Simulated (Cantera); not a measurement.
Charge: 1 mol SiF4, 0.35 mol CH4, 29 mol H2, equilibrated at 1250 K and 1.33 mbar.

Cantera equilibrium calculation (NASA polynomials, part measured and part estimated; ideal gas, pure solids and liquids). Candidate condensed phases: C, C6H6, C7H8, C8H18, Si, SiC; 113 gas species. The tables' values for SiF3, SiF2 are old estimates; treat these amounts as uncertain. Rates play no part.

Base state: H2 0.964, SiF4 0.0303, HF 0.00467, SiF3 0.00102, SiHF3 0.000354, SiF2 3.28e-5, CH4 1.36e-5, H 1.30e-5 (mole fractions); condensed: C(graphite) + SiC(s).

### Question
What changes in the equilibrium state with this change: temperature from 1250 K to 1150 K?

### Answer
| species | before | after |
|---|---|---|
| H2 | 0.964 | 0.966 |
| SiF4 | 0.0303 | 0.0316 |
| HF | 0.00467 | 0.00188 |
| SiF2 | 3.28e-5 | 4.14e-6 |
| H | 1.30e-5 | 2.01e-6 |
| SiF3 | 0.00102 | 0.000322 |
| CH4 | 1.36e-5 | 2.91e-5 |
| SiHF3 | 0.000354 | 0.000297 |
| C(graphite), mol | 0.325 | 0.340 |
| SiC(s), mol | 0.0248 | 0.00957 |
The tables' values for SiF3 are old estimates; treat these amounts as uncertain.
